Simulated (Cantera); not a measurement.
Input: 1 mol MgF2, 0.11 mol H2O, 0.17 mol N2, 0.16 mol O2, held at 1675 K and 1000 Pa.

Equilibrium computed with Cantera from the NASA thermochemical tables; the gas is ideal and each condensed phase is pure. Mutual solubility and eutectic melting of coexisting phases are not modelled. Kinetics and transport are ignored.

```json
[
 {"species": "N2", "before": "0.284", "after": "0.343"},
 {"species": "O2", "before": "0.267", "after": "0.323"},
 {"species": "HF", "before": "0.359", "after": "0.214"},
 {"species": "H2O", "before": "0.00465", "after": "0.116"},
 {"species": "MgF2", "before": "0.0822", "after": "0.00117"},
 {"species": "Mg2F4", "before": "4.08e-5", "after": "5.83e-7"},
 {"species": "F", "before": "3.02e-5", "after": "1.31e-6"},
 {"species": "O", "before": "0.000177", "after": "2.32e-5"},
 {"species": "OH", "before": "0.000222", "after": "0.000401"},
 {"species": "NO", "before": "0.00178", "after": "0.00216"},
 {"species": "MgF2(l), mol", "before": "0.844", "after": "0.947"},
 {"species": "MgO(s), mol", "before": "0.107", "after": "0.0529"}
]
```
Gas species are given as mole fractions.

Problem. Which change was made?
A) temperature from 1675 K to 1450 K
B) pressure from 1000 Pa to 70000 Pa
C) temperature from 1675 K to 1048.15 K
D) temperature from 1675 K to 1123.15 K

Solution. B, pressure from 1000 Pa to 70000 Pa
